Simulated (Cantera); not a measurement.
Input: 1 mol C2F6, 0.46 mol H2, held at 1102 °C and 1.33 mbar.

Method: chemical equilibrium by Gibbs-energy minimisation in Cantera with the NASA 1993 tables (ideal gas, pure condensed phases). Candidate condensed phases: C, C6H6, C7H8, C8H18; 95 gas species. The feed counts by its element totals alone. Gases not in the tables: C2F6 and larger saturated fluorocarbons. Equilibrium is a limit: real reactors are often held back by kinetics, nucleation or transport.

Base state: CF4 0.580, HF 0.420, CF2 0.000116, F 2.46e-5, CF3 2.08e-5 (mole fractions); condensed: C(graphite).

Task: What changes in the equilibrium state with this change: temperature from 1102 °C to 1425 °C?

Result: 
```
species             before     after
----------------  --------  --------
CF4                  0.580     0.566
HF                   0.420     0.416
CF2               0.000116    0.0119
F                  2.46e-5   0.00475
CF3                2.08e-5  0.000891
C(graphite), mol     0.730     0.719
```

Task: What changes in the equilibrium state with this change: H2 from 0.46 to 4 mol?

Result: 
| species | before | after |
|---|---|---|
| HF | 0.420 | 0.857 |
| H2 | <1e-9 | 0.143 |
| H | 1.55e-9 | 3.55e-5 |
| CF4 | 0.580 | <1e-9 |
| CF2 | 0.000116 | <1e-9 |
| CF3 | 2.08e-5 | <1e-9 |
| F | 2.46e-5 | 2.19e-9 |
| C(graphite), mol | 0.730 | 2.00 |

Task: What changes in the equilibrium state with this change: C2F6 replaced by c-C4F8?

Result: 
```csv
species,before,after
CF4,0.580,0.658
HF,0.420,0.342
CF2,0.000116,0.000123
CF3,2.08e-5,2.29e-5
F,2.46e-5,2.53e-5
"C(graphite), mol",0.730,2.23
```
